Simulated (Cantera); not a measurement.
Input (Python, Cantera) and output of one run.

```python
import numpy as np
import cantera as ct

gas_names = """
    O2 N2
""".split()
cond_names = """
    Zr(b) ZrN(s) ZrO2(b)
""".split()


# ... load() reads the species with a 1 bar reference pressure and builds the phases ...
species = {s.name: s for s in load("nasa_gas.yaml", gas_names) + load("nasa_condensed.yaml", cond_names)}
T = 1550
g = {n: (s.thermo.h(T) - T * s.thermo.s(T)) / (ct.gas_constant * T * np.log(10)) for n, s in species.items()}
valid = cond_names  # the entries whose range holds T


def stable(la, lb):
    # potentials (over RT ln 10) of the two non-metals from log10 p(O2) and log10 p(N2) in bar
    mu = {}
    mu["O"] = (g["O2"] + la) / 2
    mu["N"] = (g["N2"] + lb) / 2
    cost = {}
    for n in valid:
        c = species[n].composition
        cost[n] = (g[n] - sum(c.get(e, 0) * m for e, m in mu.items())) / c["Zr"]
    return min(cost, key=cost.get)


results = []
for lb in [0, -1.1, -2.3, -3.4, -4.6, -5.7, -6.9, -8, -9.1, -10.3, -11.4, -12.6, -13.7, -14.9, -16]:
    row = [stable(la, lb) for la in [-21, -19.5, -18.1, -16.6, -15.1, -13.7, -12.2, -10.7, -9.3, -7.8, -6.3, -4.9, -3.4, -1.9, -0.5, 1]]
    results.append(row)
    print(f"{lb:6.1f}  " + " ".join(f"{valid.index(n):x}" for n in row))
print("key: " + ", ".join(f"{i:x} {n}" for i, n in enumerate(valid)))
```

It prints:

```
   0.0  1 2 2 2 2 2 2 2 2 2 2 2 2 2 2 2
  -1.1  1 2 2 2 2 2 2 2 2 2 2 2 2 2 2 2
  -2.3  1 2 2 2 2 2 2 2 2 2 2 2 2 2 2 2
  -3.4  2 2 2 2 2 2 2 2 2 2 2 2 2 2 2 2
  -4.6  2 2 2 2 2 2 2 2 2 2 2 2 2 2 2 2
  -5.7  2 2 2 2 2 2 2 2 2 2 2 2 2 2 2 2
  -6.9  2 2 2 2 2 2 2 2 2 2 2 2 2 2 2 2
  -8.0  2 2 2 2 2 2 2 2 2 2 2 2 2 2 2 2
  -9.1  2 2 2 2 2 2 2 2 2 2 2 2 2 2 2 2
 -10.3  2 2 2 2 2 2 2 2 2 2 2 2 2 2 2 2
 -11.4  2 2 2 2 2 2 2 2 2 2 2 2 2 2 2 2
 -12.6  2 2 2 2 2 2 2 2 2 2 2 2 2 2 2 2
 -13.7  2 2 2 2 2 2 2 2 2 2 2 2 2 2 2 2
 -14.9  2 2 2 2 2 2 2 2 2 2 2 2 2 2 2 2
 -16.0  2 2 2 2 2 2 2 2 2 2 2 2 2 2 2 2
key: 0 Zr(b), 1 ZrN(s), 2 ZrO2(b)
```

Cantera with NASA thermochemical tables; ideal gases at 1 bar, condensed phases pure. ZrN: taken at fixed stoichiometry.
